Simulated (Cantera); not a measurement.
A closed system holds: 1 mol Zr, 0.75 mol N₂, 330 mol H₂, equilibrated at 2400 °C and 0.00133 bar.

Cantera equilibrium calculation (NASA polynomials, part measured and part estimated; ideal gas, pure solids and liquids). Candidate condensed phases: Zr, ZrN; 11 gas species. Rates play no part.

What is the equilibrium state?


- x(H): 0.728
- x(H₂): 0.269
- x(Zr): 0.00192
- x(N₂): 0.00144
- x(N): 1.36e-6
- gas amount: 521.5 mol
- log10 activity of Zr(l) (absent): -0.81
